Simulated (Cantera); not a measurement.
An adiabatic, constant-volume homogeneous reactor starts with CH4 : O2 : N2 : H2O = 1 : 1.43 : 5.37 : 2.1 (molar parts), at 1100 K and 4.20 bar.

Cantera simulation using GRI-Mech 3.0 (53 species, 325 reactions); the numbers are that mechanism's predictions, not measurements.

x: mole fraction; the columns are a selection and need not sum to one.

```csv
t (s),T (K),P (bar),x CH4,x O2,x H2O,x CH2O,x CH2,x HO2,x NO
1.00e-6,1100,4.20,0.101,0.144,0.212,<1e-12,<1e-12,3.60e-10,<1e-12
4.96e-6,1100,4.20,0.101,0.144,0.212,7.16e-12,<1e-12,1.78e-9,<1e-12
2.46e-5,1100,4.20,0.101,0.144,0.212,1.80e-10,<1e-12,8.76e-9,<1e-12
0.000122,1100,4.20,0.101,0.144,0.212,[?],<1e-12,4.15e-8,<1e-12
0.000605,1100,4.20,0.101,0.144,0.212,[?],<1e-12,1.64e-7,<1e-12
0.00300,1100,4.20,0.101,0.144,0.212,[?],<1e-12,3.36e-7,<1e-12
0.0149,1101,4.20,0.101,0.144,0.212,[?],<1e-12,8.38e-7,<1e-12
0.0738,2527,10.2,9.39e-12,0.000140,0.329,1.22e-8,<1e-12,2.06e-7,0.000503
0.366,2527,10.2,9.39e-12,0.000140,0.329,1.22e-8,<1e-12,2.06e-7,0.000503
1.81,2527,10.2,9.39e-12,0.000140,0.329,1.22e-8,<1e-12,2.06e-7,0.000503
9.00,2527,10.2,9.39e-12,0.000140,0.329,1.22e-8,<1e-12,2.06e-7,0.000503
```

### Question
What belongs in the gaps?

### Answer

- 0.000122, x CH2O: 4.77e-9
- 0.000605, x CH2O: 1.71e-7
- 0.00300, x CH2O: 5.89e-6
- 0.0149, x CH2O: 5.85e-5
